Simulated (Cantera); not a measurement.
Cantera run, input and output.

```python
import numpy as np
import cantera as ct

gas = ct.Solution("gri30.yaml")
gas.TPX = 1350, 101325, {'CH4': 1, 'CO2': 1.8, 'H2': 0.67}
reactor = ct.IdealGasConstPressureReactor(gas, energy="off", clone=False)
net = ct.ReactorNet([reactor])
net.rtol, net.atol = 1e-08, 1e-18
show = ['CH4', 'CO2', 'H2', 'HO2', 'CH3', 'CH2O']
times = np.geomspace(0.0002, 2, 11)

steps = ct.SolutionArray(gas, extra=["t"])
rows = []
print(f"{'t/s':>10s}{'T/K':>9s}{'P/Pa':>11s}" + "".join(f"{s:>11s}" for s in show))
for t in times:
    while net.time < t:
        t_next = net.step()
        steps.append(gas.state, t=t_next)
    rows.append([np.interp(t, steps.t, y) for y in (steps.T, steps.P, *steps(*show).X.T)])
    print(f"{t:10.3e}{rows[-1][0]:9.1f}{rows[-1][1]:11.4g}" + "".join(f"{x:11.3e}" for x in rows[-1][2:]))
rate = np.gradient(steps.T, steps.t)
print("integrator steps:", len(steps.t))
if steps.T.max() > steps.T[0] + 200:
    print(f"time of steepest temperature rise: {steps.t[rate.argmax()]:.4e} s")
gas.TPX = 1350, 101325, {'CH4': 1, 'CO2': 1.8, 'H2': 0.67}
gas.equilibrate("TP")
print(f"equilibrium (TP): T = {gas.T:.1f} K  " + "  ".join(f"{s} {gas[s].X[0]:.3e}" for s in show))
```

Result:

```
       t/s      T/K       P/Pa        CH4        CO2         H2        HO2        CH3       CH2O
 2.000e-04   1350.0  1.013e+05  2.882e-01  5.187e-01  1.931e-01  3.462e-18  1.875e-06  2.472e-11
 5.024e-04   1350.0  1.013e+05  2.882e-01  5.187e-01  1.931e-01  1.026e-17  4.462e-06  3.621e-10
 1.262e-03   1350.0  1.013e+05  2.882e-01  5.187e-01  1.931e-01  1.969e-17  8.585e-06  4.026e-09
 3.170e-03   1350.0  1.013e+05  2.882e-01  5.187e-01  1.931e-01  2.391e-17  1.078e-05  2.220e-08
 7.962e-03   1350.0  1.013e+05  2.881e-01  5.186e-01  1.930e-01  2.553e-17  1.176e-05  6.654e-08
 2.000e-02   1350.0  1.013e+05  2.880e-01  5.183e-01  1.928e-01  2.806e-17  1.336e-05  1.400e-07
 5.024e-02   1350.0  1.013e+05  2.877e-01  5.176e-01  1.923e-01  3.070e-17  1.506e-05  2.000e-07
 1.262e-01   1350.0  1.013e+05  2.870e-01  5.155e-01  1.910e-01  3.215e-17  1.569e-05  2.166e-07
 3.170e-01   1350.0  1.013e+05  2.850e-01  5.101e-01  1.880e-01  3.362e-17  1.579e-05  2.213e-07
 7.962e-01   1350.0  1.013e+05  2.800e-01  4.968e-01  1.812e-01  3.633e-17  1.587e-05  2.304e-07
 2.000e+00   1350.0  1.013e+05  2.675e-01  4.655e-01  1.667e-01  4.017e-17  1.591e-05  2.529e-07
integrator steps: 559
equilibrium (TP): T = 1350.0 K  CH4 1.021e-05  CO2 5.418e-02  H2 3.960e-01  HO2 1.898e-18  CH3 7.673e-10  CH2O 8.450e-08
```

Detailed kinetics in Cantera: GRI-Mech 3.0 (53 species, 325 reactions).
